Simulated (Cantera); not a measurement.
Cantera run, input and output.

```python
import numpy as np
import cantera as ct

surf = ct.Interface("diamond.yaml", "diamond_100")
gas, bulk = surf.adjacent["gas"], surf.adjacent["diamond"]
k = surf.kinetics_species_index(bulk.species_names[0])
cover = ["c6HH", "c6H*", "c6*H", "c6**", "c6HM", "c6B"]

rows, drift = [], 0.0
print(f"{'xH':>10s}{'um/h':>11s}" + "".join(f"{s:>11s}" for s in cover))
for v in [0.0001, 0.00022, 0.00047, 0.001, 0.0022, 0.0047, 0.01, 0.022, 0.048]:
    T, P, xH, xCH3 = 1073, 20000, v, 4.7e-05
    gas.TPX = T, P, {"H": xH, "CH3": xCH3, "CH4": 0.0075, "H2": 1 - xH - xCH3 - 0.0075}
    surf.TP = bulk.TP = T, P
    surf.coverages = "c6H*:0.1, c6HH:0.9"
    surf.advance_coverages(100.0)
    before = surf.coverages
    surf.advance_coverages(100.0)
    drift = max(drift, np.max(np.abs(surf.coverages - before) / (surf.coverages + 1e-9)))
    rate = surf.net_production_rates[k] * bulk.mean_molecular_weight / bulk.density * 3.6e9
    rows.append([rate, *surf[cover].coverages])
    print(f"{v:10.4g}{rate:11.4e}" + "".join(f"{x:11.3e}" for x in rows[-1][1:]))
```

Result:

```
        xH       um/h       c6HH       c6H*       c6*H       c6**       c6HM        c6B
    0.0001 1.2330e+00  5.767e-01  2.051e-02  3.467e-01  5.157e-03  3.412e-02  3.346e-09
   0.00022 2.4018e+00  5.452e-01  2.241e-02  3.787e-01  8.386e-03  3.047e-02  6.517e-09
   0.00047 3.7683e+00  5.335e-01  2.358e-02  3.982e-01  1.126e-02  2.254e-02  1.023e-08
     0.001 4.9812e+00  5.308e-01  2.434e-02  4.107e-01  1.334e-02  1.406e-02  1.352e-08
    0.0022 5.8497e+00  5.311e-01  2.484e-02  4.183e-01  1.465e-02  7.526e-03  1.587e-08
    0.0047 6.3292e+00  5.317e-01  2.519e-02  4.221e-01  1.533e-02  3.816e-03  1.717e-08
      0.01 6.5845e+00  5.321e-01  2.553e-02  4.239e-01  1.570e-02  1.867e-03  1.787e-08
     0.022 6.7313e+00  5.323e-01  2.611e-02  4.243e-01  1.596e-02  8.673e-04  1.827e-08
     0.048 6.8382e+00  5.323e-01  2.724e-02  4.236e-01  1.624e-02  4.035e-04  1.856e-08
```

Model: the Harris–Goodwin 1993 mechanism for the reconstructed diamond (100) surface, integrated in Cantera.
